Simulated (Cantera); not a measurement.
Cantera run:

```python
import numpy as np
import cantera as ct

gas_names = """
    Electron H H+ H- HO2 H2 H2+ H2- H2O H2O+ H2O2 H3O+ O O+ O- OH OH+ OH- O2 O2+ O2- O3
""".split()
cond_names = """
    H2O(s) H2O(L)
""".split()


# ... load() reads the species with a 1 bar reference pressure and builds the phases ...
atoms = {
    'H2O': {'H': 2, 'O': 1},
    'O2': {'O': 2},
}
top_T = {}  # K; cautious upper limits of use, not melting points


# ... equilibrate(T, P, feed) seeds the gas with the atoms and calls Mixture.equilibrate('TP', solver="vcs", rtol=1e-11, max_steps=5000) ...
results = []
feed = {'H2O': 1, 'O2': 2.5}  # mol
P = 390000  # Pa
for T in [2500, 3000, 3500, 4000, 4500, 5000]:
    mix = equilibrate(T, P, feed)
    results.append((T, P, feed, dict(zip(mix.species_names, mix.species_moles))))

top = {s: max(r[3][s] / sum(r[3][g] for g in gas_names) for r in results) for s in gas_names}
cols = sorted((s for s in top if top[s] > 1e-06), key=lambda s: -top[s])[:8]
seen = [c for c in cond_names if any(r[3].get(c, 0) > 1e-12 for r in results)]
print("log10 of partial pressures in bar; condensed amounts in mol")
print(f"{'T/K':>10s}" + "".join(f"{s[:9]:>10s}" for s in cols + seen))
for T, P, feed, n in results:
    ng = sum(n[g] for g in gas_names)
    print(f"{T:10.4g}" + "".join(f"{np.log10(max(n[s] / ng * P / 1e5, 1e-99)):10.3f}" for s in cols)
          + "".join(f"{n.get(c, 0):10.4g}" for c in seen))
```

Output:

```
log10 of partial pressures in bar; condensed amounts in mol
       T/K        O2         O       H2O         H        OH        H2       HO2      H2O2
      2500     0.436    -1.621     0.023    -2.810    -1.050    -2.421    -3.497    -4.900
      3000     0.398    -0.747    -0.058    -1.604    -0.535    -1.606    -3.093    -4.610
      3500     0.287    -0.164    -0.285    -0.804    -0.275    -1.150    -2.952    -4.613
      4000     0.043     0.194    -0.789    -0.328    -0.289    -1.062    -3.131    -5.028
      4500    -0.351     0.371    -1.606    -0.119    -0.564    -1.316    -3.636    -5.876
      5000    -0.820     0.435    -2.534    -0.049    -0.961    -1.715    -4.291    -6.905
```

Cantera equilibrium calculation (NASA polynomials, part measured and part estimated; ideal gas, pure solids and liquids).
